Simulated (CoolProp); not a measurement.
Chloromethane (R40) along the isotherm 326.9 K: fugacity coefficient from the reference equation and from simpler models built on Tc = 418.6 K, pc = 69.29 bar, ω = 0.150; each cubic takes its own stable root.

Values from CoolProp's reference Helmholtz-energy equation of state, Thol 2014.

```csv
p (bar),phase,reference
0.11,gas,0.9987
0.208,gas,0.9975
0.394,gas,0.9952
0.746,gas,0.9909
1.41,gas,0.9828
2.68,gas,0.9674
5.09,gas,0.9381
9.64,gas,0.8831
18.3,liquid,0.5799
34.6,liquid,0.3178
```

Q: How far does each simpler model (van der Waals, Redlich-Kwong, Soave-Redlich-Kwong, Peng-Robinson) lie from the reference over these 10 states: mean and median of the absolute difference, and the worst?

A: 
- van der Waals: mean 14.1 %, median 0.9 %, worst +83.0 % at 326.9 K and 34.6 bar
- Redlich-Kwong: mean 4.0 %, median 0.5 %, worst +17.7 % at 326.9 K and 34.6 bar
- Soave-Redlich-Kwong: mean 1.0 %, median 0.4 %, worst +3.1 % at 326.9 K and 34.6 bar
- Peng-Robinson: mean 0.5 %, median 0.3 %, worst +1.4 % at 326.9 K and 9.64 bar

At some of these states van der Waals gives the other phase, because its saturation line lies elsewhere.
